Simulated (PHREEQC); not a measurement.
Solution (25 °C): 0.0052 mol NH3 and 0.24 mol K2SO4 per kg of water. Closed to the air; pH follows from the charge balance.

The numbers come from PHREEQC with the ion-association model, phreeqc.dat.

No solid was allowed to form.

### Question
Order these N species by the share of N that they hold, largest first: NH3, NH4+, NH4SO4-.

### Answer
NH3 (89 %), NH4+ (8.5 %), NH4SO4- (2.7 %)

The pH is 10.56 and the ionic strength 0.558 mol/kgw. Species that the database lacks are ignored.
